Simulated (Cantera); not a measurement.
A freely propagating, adiabatic, planar premixed flame of H₂ : O₂ : N₂ = 1 : 0.25 : 0.94 (molar parts), equivalence ratio 2.0, unburnt at 598 K and 0.550 bar; mixture-averaged transport, grid criteria slope 0.08 and curve 0.16, no radiation.

Detailed kinetics in Cantera: the H2/O2 subset of GRI-Mech 3.0, which has no nitrogen chemistry. Burning velocities carry a grid error of a few per cent, more on coarse grids.

```json
[
 {"quantity": "laminar burning velocity", "before": "844 cm/s", "after": "651 cm/s"},
 {"quantity": "thermal thickness", "before": "0.982 mm", "after": "1.07 mm"},
 {"quantity": "peak x(H₂O₂)", "before": "3.96e-6", "after": "3.19e-6"},
 {"quantity": "peak x(H)", "before": "0.108", "after": "0.0771"},
 {"quantity": "peak x(HO₂)", "before": "0.000153", "after": "0.000122"}
]
```

### Question
Which change was made?
A. inlet temperature 598 to 500 K
B. O2 0.25 to 0.19 parts
C. inlet temperature 598 to 450 K
D. O2 0.25 to 0.31 parts

### Answer
B, O2 0.25 to 0.19 parts
